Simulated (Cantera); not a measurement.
Feed: 1 mol MgCO₃, 0.088 mol SO₃, 0.92 mol O₂, held at 750 Torr.

These are equilibrium values from Cantera (NASA tables, ideal gas, pure condensed phases), not measurements of a reactor. Candidate condensed phases: C, Mg, MgCO₃, MgO, MgS, MgSO₄, S; 26 gas species. Mutual solubility and eutectic melting of coexisting phases are not modelled. The numbers say what is thermodynamically allowed, not how fast it happens.

x: gas mole fraction; n: condensed amount in mol.

```tsv
T (K)	x O₂	x CO₂	x SO₂	x SO₃	x CO	x O	x SO	n MgCO₃(s)	n MgO(s)	n MgSO₄(s)
625	0.803	0.197	<1e-12	<1e-12	<1e-12	<1e-12	<1e-12	0.774	0.138	0.0880
700	0.479	0.521	<1e-12	[?]	<1e-12	<1e-12	<1e-12	0	0.912	0.0880
775	0.479	0.521	7.47e-12	[?]	<1e-12	<1e-12	<1e-12	0	0.912	0.0880
850	0.479	0.521	1.36e-9	[?]	<1e-12	<1e-12	<1e-12	0	0.912	0.0880
925	0.479	0.521	1.04e-7	[?]	2.91e-12	9.27e-12	<1e-12	0	0.912	0.0880
1000	0.479	0.521	4.08e-6	[?]	4.58e-11	1.09e-10	<1e-12	0	0.912	0.0880
1075	0.479	0.521	9.41e-5	[?]	4.90e-10	9.08e-10	<1e-12	0	0.912	0.0877
1150	0.479	0.520	0.00142	[?]	3.83e-9	5.75e-9	<1e-12	0	0.915	0.0845
1225	0.475	0.508	0.0151	[?]	2.29e-8	2.90e-8	3.36e-11	0	0.946	0.0538
1300	0.469	0.488	0.0396	[?]	1.09e-7	1.21e-7	4.90e-10	0	1.00	0
1375	0.469	0.488	0.0408	[?]	4.50e-7	4.36e-7	2.32e-9	0	1.00	0
```

Question: Some entries are withheld; supply them.

Answer: 
- 700, x SO₃: 2.60e-12
- 775, x SO₃: 2.87e-10
- 850, x SO₃: 1.36e-8
- 925, x SO₃: 3.37e-7
- 1000, x SO₃: 5.10e-6
- 1075, x SO₃: 5.19e-5
- 1150, x SO₃: 0.000385
- 1225, x SO₃: 0.00220
- 1300, x SO₃: 0.00331
- 1375, x SO₃: 0.00210
